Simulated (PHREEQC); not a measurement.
A PHREEQC input (ion-association model, phreeqc.dat):

```
SOLUTION 1
  temp 20
  units mg/kgw
  pH 6.45
  pe 8.9
  Na 0.046
  K 0.0106
  Ca 0.0989
  Mg 0.00136
  Cl 0.058
  S(6) 0.0945 as S
  Alkalinity 0.207 as HCO3
  Br 0.00011
  Cd 0.00665
  B 5.5e-05
  F 0.000296
  Li 0.00121
END
USE solution 1
EQUILIBRIUM_PHASES 1
  Fluorite 0 0
  CO2(g) -3.4 10
END
```

The run finishes without an error or a warning.

Its last state differs from that of the intended input:

```csv
quantity,as run,intended
ionic strength (mol/kgw),1.62e-5,1.22e-5
CaSO4 (mol/kgw),1.20e-9,4.02e-10
HSO4- (mol/kgw),3.47e-10,1.16e-10
CdSO4 (mol/kgw),4.69e-11,1.57e-11
MgSO4 (mol/kgw),3.26e-11,1.09e-11
```

### Question
One thing in the input isn't as intended. What explains the difference?

### Answer
Several could match; the one computed here: The fault: sulfate typed 'as S' though the number is for SO4. The line should read `as SO4` where the input has `as S`.
